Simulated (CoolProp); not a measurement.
The numbers come from the reference Helmholtz-energy equation of state, Akasaka 2023 in CoolProp.

Question: For R1336mzz(E), give the phase and the density (kg/m³), cv (kJ/(kg K)), Joule-Thomson coefficient (K/MPa), isothermal compressibility (1/MPa) at 388.5 K and 1.11 MPa; 388.5 K and 1.95 MPa; 388.5 K and 3.89 MPa.

Answer: 
- 388.5 K and 1.11 MPa: gas; density 69.4, cv 0.875, Joule-Thomson coefficient 15.0, isothermal compressibility 1.15
- 388.5 K and 1.95 MPa: gas; density 166, cv 0.922, Joule-Thomson coefficient 21.8, isothermal compressibility 1.14
- 388.5 K and 3.89 MPa: liquid; density 980, cv 0.941, Joule-Thomson coefficient 1.08, isothermal compressibility 0.0322
